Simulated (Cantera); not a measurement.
Cantera with NASA thermochemical tables; ideal gases at 1 bar, condensed phases pure. Values are per mole of reaction as written; species without (g) are pure solids or liquids, kept so even where they would boil at 1 bar.

Task: Between 300 and 1498 K, where is each reaction favourable under standard conditions?
- 3 Br₂(g) + 2 Al(g) ⇌ 2 AlBr₃(g)

Result: 
- 3 Br₂(g) + 2 Al(g) ⇌ 2 AlBr₃(g): ΔG° is -1463 kJ at 300 K and -1031 kJ at 1498 K; it stays negative (K > 1). ΔH° is -1563 kJ and ΔS° -355 J/K at 1498 K.
